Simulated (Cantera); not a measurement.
**Reactions in the system C-H**

Cantera with NASA thermochemical tables; ideal gases at 1 bar, condensed phases pure. Values are per mole of reaction as written; species without (g) are pure solids or liquids, kept so even where they would boil at 1 bar.

2 CH3(g) ⇌ 3 H2(g) + 2 C

| T (K) | ΔH° (kJ) | ΔS° (J/K) | ΔG° (kJ) | log10 K |
|---|---|---|---|---|
| 300 | -293.7 | 15.7 | -298.4 | 51.96 |
| 523 | -287.6 | 31.0 | -303.8 | 30.34 |
| 573 | -286.3 | 33.4 | -305.4 | 27.84 |
| 623 | -285.0 | 35.5 | -307.1 | 25.75 |
| 673 | -283.8 | 37.4 | -309.0 | 23.98 |
| 723 | -282.7 | 39.0 | -310.9 | 22.46 |
| 773 | -281.6 | 40.5 | -312.9 | 21.14 |
| 823 | -280.5 | 41.8 | -314.9 | 19.99 |
| 873 | -279.5 | 43.0 | -317.0 | 18.97 |
| 923 | -278.6 | 44.0 | -319.2 | 18.06 |
| 973 | -277.7 | 44.9 | -321.4 | 17.26 |
| 1023 | -276.9 | 45.7 | -323.7 | 16.53 |
